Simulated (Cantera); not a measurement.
What does this Cantera script print?

```python
import numpy as np
import cantera as ct

gas_names = """
    H H2 H2S N NH NH2 NH3 N2 N2H2 N2H4 Pb PbS Pb2 S SH SN S2 S8
""".split()
cond_names = """
    Pb(cr) Pb(L) PbS(s) PbS(L) S(cr1) S(cr2) S(L)
""".split()


def load(file, names, dense=False):
    # The tables refer to 1 bar. Condensed volumes are neglected.
    table = {s.name: s for s in ct.Species.list_from_file(file)}
    out = []
    for n in names:
        d = dict(table[n].input_data)
        d["thermo"] = dict(d["thermo"], **{"reference-pressure": 1e5})
        if dense:
            d["equation-of-state"] = {"model": "constant-volume", "density": "1e6 g/cm^3"}
        out.append(ct.Species.from_dict(d))
    return out


gas = ct.Solution(thermo="ideal-gas", species=load("nasa_gas.yaml", gas_names))
cond = {s.name: ct.Solution(thermo="fixed-stoichiometry", species=[s], name=s.name)
        for s in load("nasa_condensed.yaml", cond_names, dense=True)}
atoms = {
    'Pb': {'Pb': 1},
    'H2S': {'H': 2, 'S': 1},
    'N2': {'N': 2},
}
top_T = {}  # K; cautious upper limits of use, not melting points


def equilibrate(T, P, feed):
    n = {}
    for name, mol in feed.items():
        for a, k in atoms[name].items():
            n[a] = n.get(a, 0.0) + k * mol
    gas.TPX = T, P, n
    mass = sum(n.values()) * gas.mean_molecular_weight
    gas.equilibrate("TP")
    valid = [c for c in cond.values() if c.min_temp <= T <= top_T.get(c.name, c.max_temp)]
    mix = ct.Mixture([(gas, mass / gas.mean_molecular_weight)] + [(c, 0.0) for c in valid])
    mix.T, mix.P = T, P
    mix.equilibrate("TP", solver="vcs", rtol=1e-11, max_steps=5000)
    return mix


results = []
feed = {'Pb': 1, 'H2S': 0.022, 'N2': 250}  # mol
T = 773.15  # K
P = 1900  # Pa
mix = equilibrate(T, P, feed)
results.append((T, P, feed, dict(zip(mix.species_names, mix.species_moles))))
x = sorted(zip(gas.X, gas.species_names), reverse=True)
print(f"T = {T:g} K  P = {P:g} Pa  gas = {mix.phase_moles(0):.4g} mol")
print("   x: " + "  ".join(f"{s} {v:.3e}" for v, s in x if v > 0.0001))
print("   condensed (mol): " + ("  ".join(f"{mix.phase(i).name} {mix.phase_moles(i):.4g}"
      for i in range(1, mix.n_phases) if mix.phase_moles(i) > 1e-12) or "none"))
```

It prints:

```
T = 773.15 K  P = 1900 Pa  gas = 250 mol
   x: N2 9.999e-01
   condensed (mol): Pb(L) 0.9777  PbS(s) 0.0215
```

Method: chemical equilibrium by Gibbs-energy minimisation in Cantera with the NASA 1993 tables (ideal gas, pure condensed phases).
